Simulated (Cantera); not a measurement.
An adiabatic, constant-volume homogeneous reactor starts with 10.6 % H2, 12.6 % O2, 76.8 % N2, equivalence ratio 0.42, at 1400 K and 5.80 bar.

Detailed kinetics in Cantera: GRI-Mech 3.0 (53 species, 325 reactions). The hydrogen kinetics of GRI-Mech 3.0 are dated; newer H2 mechanisms differ, most at raised pressure.

Question: Predict: time of steepest temperature rise; temperature at 1.00 s; equilibrium temperature; x(H2) at 1.00 s; x(O2) at 1.00 s; x(HO2) at 1.00 s; x(H2O2) at 1.00 s; x(NO) at 1.00 s.

Answer: 
```json
{
  "time_of_steepest_temperature_rise": "5.61 µs",
  "temperature at 1.00 s": "2286 K",
  "equilibrium_temperature": "2286 K",
  "x(H2) at 1.00 s": "0.000263 (gas-phase equilibrium 0.000263)",
  "x(O2) at 1.00 s": "0.0716 (gas-phase equilibrium 0.0716)",
  "x(HO2) at 1.00 s": "6.29e-6 (gas-phase equilibrium 6.29e-6)",
  "x(H2O2) at 1.00 s": "3.75e-7 (gas-phase equilibrium 3.75e-7)",
  "x(NO) at 1.00 s": "0.00902 (gas-phase equilibrium 0.00902)"
}
```
